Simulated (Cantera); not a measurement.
Charge: 1 mol Si3H8, 1.8 mol HCl, 17 mol N2, equilibrated at 140 Pa.

These are equilibrium values from Cantera (NASA tables, ideal gas, pure condensed phases), not measurements of a reactor. Candidate condensed phases: NH4Cl, Si, Si3N4; 28 gas species. The feed counts by its element totals alone. N2 is the only nitrogen source here; it is nearly inert below about 1500 K, so the nitride shown seldom forms there in practice. Rates play no part. All values below are at 1023 K.

Base state: N2 0.721, H2 0.192, HCl 0.0863, SiCl4 5.73e-5 (mole fractions); condensed: Si3N4(s).

What changes in the equilibrium state with this change: Si3H8 replaced by SiHCl3?


| species | before | after |
|---|---|---|
| N2 | 0.721 | 0.841 |
| HCl | 0.0863 | 0.114 |
| SiCl4 | 5.73e-5 | 0.0317 |
| H2 | 0.192 | 0.0135 |
| SiCl3 | 1.53e-6 | 0.000170 |
| SiHCl3 | 1.08e-6 | 3.18e-5 |
| SiCl2 | 8.62e-7 | 1.93e-5 |
| Si3N4(s), mol | 1.000 | 0.122 |
The tables' values for SiCl3 are old estimates; treat these amounts as uncertain.
